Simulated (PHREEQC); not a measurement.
Synthetic water in mg/L, 25 °C, pH 5.65, pe 0.1:

| constituent | mg/L |
|---|---|
| Na | 2.39 |
| K | 0.00104 |
| Ca | 1.2 |
| Mg | 0.648 |
| Cl | 1.7 |
| S(6) as SO4 | 1.48 |
| Alkalinity as HCO3 | 8.32 |
| Br | 0.0654 |
| Si as SiO2 | 0.0258 |
| Ba | 0.214 |

Cl is adjusted to close the charge balance.
Valence states are taken as typed.

All values are PHREEQC results (ion-association model, wateq4f.dat), not measurements.

ionic strength: 0.000295 mol/kgw

```json
[
 {"species": "CO2", "molality": "0.000684", "activity": "0.000684", "log γ": "0.000"},
 {"species": "HCO3-", "molality": "0.000139", "activity": "0.000136", "log γ": "-0.009"},
 {"species": "Na+", "molality": "0.000104", "activity": "0.000102", "log γ": "-0.009"},
 {"species": "Cl-", "molality": "5.23e-5", "activity": "5.13e-5", "log γ": "-0.009"},
 {"species": "Ca+2", "molality": "2.98e-5", "activity": "2.76e-5", "log γ": "-0.034"},
 {"species": "Mg+2", "molality": "2.65e-5", "activity": "2.45e-5", "log γ": "-0.034"},
 {"species": "SO4-2", "molality": "1.52e-5", "activity": "1.41e-5", "log γ": "-0.034"},
 {"species": "H+", "molality": "2.28e-6", "activity": "2.24e-6", "log γ": "-0.008"},
 {"species": "Ba+2", "molality": "1.55e-6", "activity": "1.43e-6", "log γ": "-0.034"},
 {"species": "Br-", "molality": "8.18e-7", "activity": "8.03e-7", "log γ": "-0.009"},
 {"species": "H4SiO4", "molality": "4.29e-7", "activity": "4.29e-7", "log γ": "0.000"}
]
```

Precipitation was switched off in this run.
